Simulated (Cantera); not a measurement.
Mixture: CH4 : H2 : O2 : N2 = 1 : 0.66 : 3.07 : 13.5 (molar parts), at 750 Torr, adiabatic and at constant pressure. Ignition delay is the time to a rise of 400 K.

Computed with Cantera and GRI-Mech 3.0 (53 species, 325 reactions). Where the delays flatten at high temperature, the 400 K rule measures the pace of heat release, not the induction time.

**Question.** What does this change do: 0.54 parts CO2 added?

**Answer.** 
```csv
quantity,before,after
delay at 1298 K,0.718 ms,0.756 ms
delay at 1398 K,0.354 ms,0.372 ms
delay at 1498 K,0.194 ms,0.203 ms
delay at 1598 K,0.115 ms,0.120 ms
delay at 1698 K,72.4 µs,75.4 µs
apparent activation energy between 1648 and 1748 K,110 kJ/mol,110 kJ/mol
```

**Question.** What does this change do: pressure from 750 Torr to 1880 Torr?

**Answer.** 
| quantity | before | after |
|---|---|---|
| delay at 1298 K | 0.718 ms | 0.358 ms |
| delay at 1398 K | 0.354 ms | 0.175 ms |
| delay at 1498 K | 0.194 ms | 92.6 µs |
| delay at 1598 K | 0.115 ms | 52.9 µs |
| delay at 1698 K | 72.4 µs | 32.3 µs |
| apparent activation energy between 1648 and 1748 K | 110 kJ/mol | 110 kJ/mol |
